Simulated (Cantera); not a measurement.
Input: 1 mol Cu, 3.1 mol F2, 0.38 mol H2, equilibrated at 1.90e-5 bar.

Equilibrium computed with Cantera from the NASA thermochemical tables; the gas is ideal and each condensed phase is pure. Candidate condensed phases: Cu, CuF2; 15 gas species. Kinetics and transport are ignored.

Question: Which condensed phases are stable at each of these points (T (K)): 523, 673, 823, 973, 1123, 1273, 1423?

Answer: 
```tsv
T (K)	condensed phases	Cu condensed (%)
523	CuF2(s)	100.0
673	CuF2(s)	100.0
823	CuF2(s)	99.7
973	gas only	0.0
1123	gas only	0.0
1273	gas only	0.0
1423	gas only	0.0
```

From 523 K to 823 K the condensed part is CuF2(s). From 973 K to 1423 K nothing is condensed.
